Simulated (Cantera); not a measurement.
Charge: 1 mol C₂H₂, 0.02 mol CO₂, 0.35 mol N₂, 0.24 mol O₂, equilibrated at 150 Torr.

Cantera equilibrium calculation (NASA polynomials, part measured and part estimated; ideal gas, pure solids and liquids). Candidate condensed phases: C, C₆H₆, C₇H₈, C₈H₁₈, H₂O; 136 gas species. Kinetics and transport are ignored.

log p: log10 of the partial pressure in bar; n: condensed amount in mol.

```
T (K)  log p H₂  log p CO  log p N₂  log p HCN  log p H  log p H₂O  log p C₂H₂ (acetylene)  n C(graphite)
-----  --------  --------  --------  ---------  -------  ---------  ----------------------  -------------
1150      -0.97     -1.26     -1.43      -5.58        ?      -3.56                   -8.39           1.50
1300      -0.97     -1.26     -1.43      -4.88        ?      -4.27                   -7.21           1.50
1450      -0.97     -1.25     -1.43      -4.33        ?      -4.83                   -6.28           1.50
1600      -0.97     -1.25     -1.43      -3.89        ?      -5.28                   -5.53           1.50
1750      -0.97     -1.25     -1.43      -3.52        ?      -5.66                   -4.91           1.50
1900      -0.97     -1.26     -1.43      -3.21        ?      -5.98                   -4.39           1.49
2050      -0.98     -1.26     -1.43      -2.95        ?      -6.25                   -3.95           1.49
2200      -0.98     -1.26     -1.44      -2.73        ?      -6.48                   -3.57           1.48
```

Problem. Complete the blanks.

Solution. 
- 1150, log p H: -7.61
- 1300, log p H: -6.44
- 1450, log p H: -5.51
- 1600, log p H: -4.75
- 1750, log p H: -4.12
- 1900, log p H: -3.59
- 2050, log p H: -3.13
- 2200, log p H: -2.74
